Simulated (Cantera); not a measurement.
## Silicon carbide growth: SiHCl₃ + C₂H₄ + H₂

Feed: 1 mol SiHCl₃, 0.043 mol C₂H₄, 2000 mol H₂, equilibrated at 1775 K.

Equilibrium computed with Cantera from the NASA thermochemical tables; the gas is ideal and each condensed phase is pure. Candidate condensed phases: C, C₆H₆, C₇H₈, C₈H₁₈, Si, SiC; 109 gas species. Mutual solubility and eutectic melting of coexisting phases are not modelled. Gases not in the tables: Si₂H₆ and higher silanes. The numbers say what is thermodynamically allowed, not how fast it happens.

```csv
P (Pa),x H₂,x H,x HCl,x Si,x SiH,x SiH₂,n SiC(s),n Si(l)
100,0.989,0.00910,0.00148,0.000428,1.65e-5,4.83e-6,0.0707,0
220,0.992,0.00615,0.00148,0.000410,2.35e-5,1.02e-5,0.0765,0
460,0.994,0.00425,0.00147,0.000386,3.20e-5,2.01e-5,0.0782,0
1000,0.995,0.00289,0.00148,0.000220,2.69e-5,2.49e-5,0.0813,0.339
2200,0.996,0.00195,0.00148,9.98e-5,1.81e-5,2.49e-5,0.0831,0.605
4600,0.997,0.00135,0.00148,4.77e-5,1.25e-5,2.50e-5,0.0832,0.725
10000,0.998,0.000914,0.00148,2.20e-5,8.51e-6,2.50e-5,0.0817,0.789
22000,0.998,0.000616,0.00148,9.98e-6,5.74e-6,2.50e-5,0.0776,0.824
46000,0.998,0.000426,0.00148,4.77e-6,3.97e-6,2.50e-5,0.0690,0.846
100000,0.998,0.000289,0.00148,2.20e-6,2.69e-6,2.50e-5,0.0497,0.872
```
x: gas mole fraction; n: condensed amount in mol.

From 1.00 mbar to 4.60 mbar the condensed part is SiC(s). From 10.0 mbar to 1.00 bar the condensed part is Si(l) + SiC(s). The main Si-bearing gas is Si at 1.00 mbar and SiH₂ at 1.00 bar. The share of Si in condensed phases is highest at 1.00 bar (92.2 %) and lowest at 1.00 mbar (7.1 %).
